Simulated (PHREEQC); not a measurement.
**Buffer (model solution)**

A solution holds 3.8 mmol/kgw NaHCO3 and 180 mmol/kgw NaF, at 5 °C. Closed to the air; pH follows from the charge balance.

Equilibrium calculation in PHREEQC: ion-association model, phreeqc.dat.

This is a speciation only: nothing precipitates in the calculation.

Problem. What pH, specific conductance, density does the model give?

Solution. pH 8.22; specific conductance 8590 µS/cm; density 1.008 g/cm³.

Problem. In which forms is Na present?

Solution. Na+ 95 %, NaF 4.9 % of the Na.

Complexes and solids missing from the database can't appear. Constants without temperature data keep their 25 °C values here.
